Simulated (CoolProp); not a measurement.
Vapour-liquid equilibrium of cyclohexane (1) + n-nonane (2) at 1.03 bar; x and y are mole fractions of (1).

Computed with CoolProp (multi-fluid Helmholtz-energy mixture model, Zhou 2014 and Lemmon 2006; pair parameters Bell 2016).

```tsv
x	bubble temperature, mixture model (°C)	bubble temperature, Raoult's law (°C)	y, mixture model	y, Raoult's law
0.05	143.6	143.4	0.219	0.235
0.15	131.0	130.2	0.503	0.531
0.25	121.2	119.9	0.670	0.698
0.35	113.1	111.7	0.777	0.801
0.45	106.3	104.8	0.848	0.866
0.55	100.4	99.1	0.899	0.911
0.65	95.2	94.2	0.935	0.942
0.75	90.6	89.9	0.961	0.965
0.85	86.5	86.2	0.981	0.982
0.95	82.9	82.8	0.995	0.995
```

The largest gap from Raoult's law is +1.5 K in bubble temperature, at x = 0.45. No azeotrope shows between x = 0.05 and 0.95.

Pair parameters are fitted to limited data, so mixtures are less certain than the pure fluids.
